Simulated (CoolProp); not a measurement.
The numbers come from the reference Helmholtz-energy equation of state, Thol 2017 in CoolProp.

Give the vapour pressure (bar), enthalpy of vaporisation (kJ/kg), liquid cp (kJ/(kg K)), vapour Z of saturated decamethyltetrasiloxane (MD2M) at 307.7, 363.1, 557.1 K.


```
T (K)  p (bar)  enthalpy of vaporisation (kJ/kg)  liquid cp (kJ/(kg K))  vapour Z
-----  -------  --------------------------------  ---------------------  --------
307.7  0.00109                               186                   1.75     1.000
363.1   0.0291                               167                   1.88     0.995
557.1     5.89                              85.8                   2.39     0.711
```
